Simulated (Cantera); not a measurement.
Standard-state values (1 bar) from the NASA 1993 polynomials, evaluated with Cantera. Values are per mole of reaction as written; species without (g) are pure solids or liquids, kept so even where they would boil at 1 bar.

3 SiO(g) = 3 Si + O3(g)

```json
[
 {"T (K)": "1550", "ΔH° (kJ)": "476.0", "ΔS° (J/K)": "-300.3", "ΔG° (kJ)": "941.4", "log10 K": "-31.73", "condensed phases": "Si(s)"},
 {"T (K)": "1700", "ΔH° (kJ)": "___", "ΔS° (J/K)": "___", "ΔG° (kJ)": "___", "log10 K": "___", "condensed phases": "Si(l)"},
 {"T (K)": "1850", "ΔH° (kJ)": "637.1", "ΔS° (J/K)": "-204.9", "ΔG° (kJ)": "1016.3", "log10 K": "-28.69", "condensed phases": "Si(l)"},
 {"T (K)": "2000", "ΔH° (kJ)": "___", "ΔS° (J/K)": "___", "ΔG° (kJ)": "___", "log10 K": "___", "condensed phases": "Si(l)"},
 {"T (K)": "2150", "ΔH° (kJ)": "___", "ΔS° (J/K)": "___", "ΔG° (kJ)": "___", "log10 K": "___", "condensed phases": "Si(l)"},
 {"T (K)": "2300", "ΔH° (kJ)": "___", "ΔS° (J/K)": "___", "ΔG° (kJ)": "___", "log10 K": "___", "condensed phases": "Si(l)"},
 {"T (K)": "2450", "ΔH° (kJ)": "662.1", "ΔS° (J/K)": "-193.4", "ΔG° (kJ)": "1135.8", "log10 K": "-24.21", "condensed phases": "Si(l)"},
 {"T (K)": "2600", "ΔH° (kJ)": "669.5", "ΔS° (J/K)": "-190.4", "ΔG° (kJ)": "1164.6", "log10 K": "-23.40", "condensed phases": "Si(l)"}
]
```

Problem. Some entries are withheld; supply them.

Solution. 
- 1700, ΔH° (kJ): 632.1
- 1700, ΔS° (J/K): -207.8
- 1700, ΔG° (kJ): 985.3
- 1700, log10 K: -30.27
- 2000, ΔH° (kJ): 642.7
- 2000, ΔS° (J/K): -202.1
- 2000, ΔG° (kJ): 1046.8
- 2000, log10 K: -27.34
- 2150, ΔH° (kJ): 648.6
- 2150, ΔS° (J/K): -199.2
- 2150, ΔG° (kJ): 1076.9
- 2150, log10 K: -26.16
- 2300, ΔH° (kJ): 655.1
- 2300, ΔS° (J/K): -196.3
- 2300, ΔG° (kJ): 1106.6
- 2300, log10 K: -25.13
